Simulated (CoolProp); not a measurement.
Saturated liquid density (kg/m³) of n-perfluorobutane: the reference equation beside estimates from Tc = 113.2 °C, pc = 2.322 MPa, ω = 0.372.

Values from CoolProp's reference Helmholtz-energy equation of state, Gao 2022.

```
T (°C)  reference  van der Waals  Soave-Redlich-Kwong  Peng-Robinson
------  ---------  -------------  -------------------  -------------
-95.05          ?           1152                 1765           1981
-83.65          ?           1134                 1741           1956
-72.25       1838           1115                 1715           1929
-60.75       1798           1096                 1687           1899
-49.35       1759           1076                 1658           1868
-37.95       1720           1054                 1626           1834
-26.45       1681           1032                 1591              ?
-15.05       1642           1009                 1554           1757
```

**Question.** What belongs in the gaps?

**Answer.** 
- -95.05, reference: 1919
- -83.65, reference: 1878
- -26.45, Peng-Robinson: 1797

Absolute difference from the reference over all 8 rows, mean and median: van der Waals 39.1 and 38.9 %, Soave-Redlich-Kwong 6.3 and 6.0 %, Peng-Robinson 5.6 and 5.9 %.
